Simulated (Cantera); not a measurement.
Thermodynamics of oxide etching and cleaning by halides, feed B₂O₃ + NF₃ + O₂ + HCl

Charge: 1 mol B₂O₃, 6.8 mol NF₃, 7.6 mol O₂, 21 mol HCl, equilibrated at 1850 K and 0.510 bar.

Equilibrium computed with Cantera from the NASA thermochemical tables; the gas is ideal and each condensed phase is pure. Candidate condensed phases: B, BN, B₂O₃, B₃O₃H₃, H₂O, NH₄Cl; 75 gas species. The numbers say what is thermodynamically allowed, not how fast it happens.

* **x(HF)**: 0.316
* **x(O₂)**: 0.193
* **x(Cl)**: 0.157
* **x(HCl)**: 0.135
* **x(Cl₂)**: 0.0798
* **x(N₂)**: 0.0726
* **x(BF₃)**: 0.0404
* **x(BOF)**: 0.00270
* **x(NO)**: 0.00143
* **gas amount**: 46.39 mol
* **log10 activity of B(s) (absent)**: -14.70
* **log10 activity of B₃O₃H₃(s) (absent)**: -38.41
